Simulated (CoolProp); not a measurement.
Vapour-liquid equilibrium of R22 (1) + R114 (2) at 9.97 bar; x and y are mole fractions of (1).

Values from CoolProp's multi-fluid Helmholtz-energy mixture model, Kamei 1995 and Platzer 1990; pair parameters Bell 2016. This equation is an older, rougher fit; its heat capacities, sound speeds and derivatives of the liquid may be far off and weren't checked against measurements.

```tsv
x	bubble temperature (K)	y at the bubble point	dew temperature at overall composition x (K)	liquid density (mol/L)
0.05	348.4	0.168	354.0	7.603
0.15	336.2	0.404	349.3	8.151
0.25	327.5	0.553	344.4	8.668
0.35	320.9	0.655	339.2	9.186
0.45	315.7	0.731	333.6	9.727
0.55	311.3	0.793	327.6	10.31
0.65	307.5	0.847	321.2	10.95
0.75	304.0	0.894	314.4	11.66
0.85	300.8	0.939	307.2	12.46
0.95	297.9	0.980	300.0	13.35
```

No azeotrope shows between x = 0.05 and 0.95.

The pair parameters rest on a limited set of measurements; away from them the model extrapolates.
